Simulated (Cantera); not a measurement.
A Cantera script and its output.

```python
import numpy as np
import cantera as ct

gas = ct.Solution("gri30.yaml", transport_model="mixture-averaged")
show = ['CO2', 'H2O', 'H']

rows = []
print(f"{'T/K':>7s}{'rho':>11s}{'cp':>10s}{'mu':>11s}{'lambda':>11s}{'Pr':>7s}" + "".join(f"{'D_' + s:>11s}" for s in show))
for T in [400, 550, 700, 850, 1000, 1150, 1300, 1450]:
    gas.TPX = T, 3600, {'O2': 0.74, 'CO2': 0.46, 'N2': 0.86}
    Pr = gas.cp_mass * gas.viscosity / gas.thermal_conductivity
    D = [gas.mix_diff_coeffs_mole[gas.species_index(s)] for s in show]
    rows.append([gas.density, gas.cp_mass, gas.viscosity, gas.thermal_conductivity, Pr, *D])
    print(f"{T:7g}{gas.density:11.4e}{gas.cp_mass:10.1f}{gas.viscosity:11.4e}"
          f"{gas.thermal_conductivity:11.4e}{Pr:7.3f}" + "".join(f"{d:11.4e}" for d in D))
print("SI units: kg/m3, J/kg/K, Pa s, W/m/K, m2/s")
```

Output:

```
    T/K        rho        cp         mu     lambda     Pr      D_CO2      D_H2O        D_H
    400 3.5739e-02     977.6 2.2728e-05 3.1295e-02  0.710 7.4666e-04 1.0296e-03 5.5517e-03
    550 2.5992e-02    1032.5 2.8815e-05 4.1837e-02  0.711 1.3121e-03 1.8849e-03 9.6957e-03
    700 2.0422e-02    1082.3 3.4190e-05 5.1887e-02  0.713 1.9920e-03 2.9381e-03 1.4671e-02
    850 1.6818e-02    1125.6 3.9083e-05 6.1421e-02  0.716 2.7757e-03 4.1670e-03 2.0400e-02
   1000 1.4296e-02    1161.2 4.3621e-05 7.0484e-02  0.719 3.6556e-03 5.5558e-03 2.6832e-02
   1150 1.2431e-02    1187.2 4.7886e-05 7.9130e-02  0.718 4.6258e-03 7.0928e-03 3.3923e-02
   1300 1.0997e-02    1209.1 5.1933e-05 8.7409e-02  0.718 5.6819e-03 8.7690e-03 4.1642e-02
   1450 9.8591e-03    1227.5 5.5799e-05 9.5365e-02  0.718 6.8200e-03 1.0577e-02 4.9962e-02
SI units: kg/m3, J/kg/K, Pa s, W/m/K, m2/s
```

Computed with Cantera and GRI-Mech 3.0 (53 species, 325 reactions).
